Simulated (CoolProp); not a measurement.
A closed Brayton cycle with carbon dioxide: compressor inlet 333.15 K and 9.9 MPa, high pressure 19.8 MPa, turbine inlet 750 K, compressor efficiency 0.85, turbine efficiency 0.9, recuperator effectiveness 0.9 (on enthalpy, no pinch check). Each further row changes one setting.

The numbers come from the reference Helmholtz-energy equation of state, Span 1996 in CoolProp.

```
case                           thermal efficiency (%)  net work (kJ/kg)  compressor to turbine work  compressor exit (K)  turbine exit (K)
-----------------------------  ----------------------  ----------------  --------------------------  -------------------  ----------------
as stated                                        27.8              51.0                        0.39                387.8             670.4
turbine inlet 700 K                              25.9              44.5                        0.42                387.8             623.3
compressor inlet 343.15 K                        26.8              46.2                        0.45                403.2             670.4
high pressure 16.8 MPa                           25.7              40.8                        0.37                374.7             689.0
recuperator effectiveness 0.5                    16.1              51.0                        0.39                387.8             670.4
```
